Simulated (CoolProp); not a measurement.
Vapour-liquid equilibrium of 1-butene (1) + n-butane (2) at 64.75 °C; x and y are mole fractions of (1).

Computed with CoolProp (multi-fluid Helmholtz-energy mixture model, Lemmon 2005 and Bücker 2006; pair parameters Bell 2016).

```tsv
x	bubble pressure, mixture model (kPa)	bubble pressure, Raoult's law (kPa)	y, mixture model	y, Raoult's law
0.05	722.8	722.5	0.058	0.059
0.125	733.8	732.7	0.143	0.145
0.2	745.0	742.9	0.226	0.229
0.275	756.2	753.1	0.307	0.311
0.35	767.5	763.3	0.386	0.391
0.425	778.6	773.5	0.462	0.468
0.5	789.5	783.8	0.537	0.543
0.575	800.1	794.0	0.610	0.617
0.65	810.4	804.2	0.681	0.689
0.725	820.2	814.4	0.750	0.758
0.8	829.6	824.6	0.819	0.826
0.875	838.5	834.8	0.887	0.893
0.95	846.7	845.0	0.955	0.958
```

The largest gap from Raoult's law is +0.8 % in bubble pressure, at x = 0.575. No azeotrope shows between x = 0.05 and 0.95.

Pair parameters are fitted to limited data, so mixtures are less certain than the pure fluids.
